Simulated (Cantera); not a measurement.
An adiabatic, constant-pressure homogeneous reactor starts with CO : H2 : CH4 : O2 : N2 = 1 : 0.049 : 1.1 : 3.84 : 14.4 (molar parts), equivalence ratio 0.71, at 1475 K and 3.90 bar. Integrator tolerance rtol = 1e-08.

Detailed kinetics in Cantera: GRI-Mech 3.0 (53 species, 325 reactions).

Problem. What does this change do: initial temperature 1475 to 1200 K?

Solution. 
| quantity | before | after |
|---|---|---|
| time of steepest temperature rise | 0.358 ms | 8.06 ms |
| temperature at 0.700 s | 2680 K | 2532 K |
| equilibrium temperature | 2680 K | 2532 K |
| x(CO) at 0.700 s | 0.0172 (gas-phase equilibrium 0.0172) | 0.00926 (gas-phase equilibrium 0.00926) |
| x(H2) at 0.700 s | 0.00301 (gas-phase equilibrium 0.00301) | 0.00164 (gas-phase equilibrium 0.00164) |
| x(CH4) at 0.700 s | <1e-12 (gas-phase equilibrium <1e-12) | <1e-12 (gas-phase equilibrium <1e-12) |
| x(CH3) at 0.700 s | <1e-12 (gas-phase equilibrium <1e-12) | <1e-12 (gas-phase equilibrium <1e-12) |
| x(NO2) at 0.700 s | 1.09e-5 (gas-phase equilibrium 1.09e-5) | 9.81e-6 (gas-phase equilibrium 9.81e-6) |

Problem. What does this change do: initial temperature 1475 to 1725 K?

Solution. 
```csv
quantity,before,after
time of steepest temperature rise,0.358 ms,48.1 µs
temperature at 0.700 s,2680 K,2799 K
equilibrium temperature,2680 K,2799 K
x(CO) at 0.700 s,0.0172 (gas-phase equilibrium 0.0172),0.0256 (gas-phase equilibrium 0.0256)
x(H2) at 0.700 s,0.00301 (gas-phase equilibrium 0.00301),0.00456 (gas-phase equilibrium 0.00456)
x(CH4) at 0.700 s,<1e-12 (gas-phase equilibrium <1e-12),<1e-12 (gas-phase equilibrium <1e-12)
x(CH3) at 0.700 s,<1e-12 (gas-phase equilibrium <1e-12),<1e-12 (gas-phase equilibrium <1e-12)
x(NO2) at 0.700 s,1.09e-5 (gas-phase equilibrium 1.09e-5),1.19e-5 (gas-phase equilibrium 1.19e-5)
```
